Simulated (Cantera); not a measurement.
# Reactions in the system B-F-H-O

Standard-state values (1 bar) from the NASA 1993 polynomials, evaluated with Cantera. Values are per mole of reaction as written; species without (g) are pure solids or liquids, kept so even where they would boil at 1 bar.

6 H2O(g) + 3 O2(g) + 4 B3O3F3(g) → 12 HBO2(g) + 12 F(g)

```json
[
 {"T (K)": "300", "ΔH° (kJ)": "5136.6", "ΔS° (J/K)": "1663.7", "ΔG° (kJ)": "4637.4", "log10 K": "-807.43"},
 {"T (K)": "775", "ΔH° (kJ)": "5127.2", "ΔS° (J/K)": "1650.9", "ΔG° (kJ)": "3847.8", "log10 K": "-259.33"},
 {"T (K)": "825", "ΔH° (kJ)": "5124.9", "ΔS° (J/K)": "1648.0", "ΔG° (kJ)": "3765.3", "log10 K": "-238.40"},
 {"T (K)": "875", "ΔH° (kJ)": "5122.5", "ΔS° (J/K)": "1645.2", "ΔG° (kJ)": "3683.0", "log10 K": "-219.86"},
 {"T (K)": "925", "ΔH° (kJ)": "5120.1", "ΔS° (J/K)": "1642.5", "ΔG° (kJ)": "3600.8", "log10 K": "-203.33"},
 {"T (K)": "975", "ΔH° (kJ)": "5117.7", "ΔS° (J/K)": "1639.9", "ΔG° (kJ)": "3518.8", "log10 K": "-188.51"},
 {"T (K)": "1025", "ΔH° (kJ)": "5115.1", "ΔS° (J/K)": "1637.4", "ΔG° (kJ)": "3436.8", "log10 K": "-175.14"},
 {"T (K)": "1075", "ΔH° (kJ)": "5112.5", "ΔS° (J/K)": "1634.9", "ΔG° (kJ)": "3355.0", "log10 K": "-163.02"},
 {"T (K)": "1125", "ΔH° (kJ)": "5109.9", "ΔS° (J/K)": "1632.5", "ΔG° (kJ)": "3273.3", "log10 K": "-151.98"},
 {"T (K)": "1175", "ΔH° (kJ)": "5107.3", "ΔS° (J/K)": "1630.2", "ΔG° (kJ)": "3191.8", "log10 K": "-141.89"}
]
```
